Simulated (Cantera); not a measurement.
Feed: 1 mol MgO, 0.41 mol CH₄, 0.1 mol CO, equilibrated at 1 atm.

Equilibrium computed with Cantera from the NASA thermochemical tables; the gas is ideal and each condensed phase is pure. Candidate condensed phases: C, C₆H₆, C₇H₈, C₈H₁₈, H₂O, Mg, MgCO₃, MgO, Mg(OH)₂; 116 gas species. Kinetics and transport are ignored.

**Question.** What share of the Mg ends up in condensed phases as a function of T (°C), at 1275, 1375, 1475, 1575, 1675, 1775, 1875, 1975, 2075, 2175, 2275?

**Answer.** 
| T (°C) | Mg condensed (%) | as |
|---|---|---|
| 1275 | 100.0 | MgO(s) |
| 1375 | 100.0 | MgO(s) |
| 1475 | 99.5 | MgO(s) |
| 1575 | 95.6 | MgO(s) |
| 1675 | 72.3 | MgO(s) |
| 1775 | 59.0 | MgO(s) |
| 1875 | 59.0 | MgO(s) |
| 1975 | 58.8 | MgO(s) |
| 2075 | 58.6 | MgO(s) |
| 2175 | 57.9 | MgO(s) |
| 2275 | 56.4 | MgO(s) |
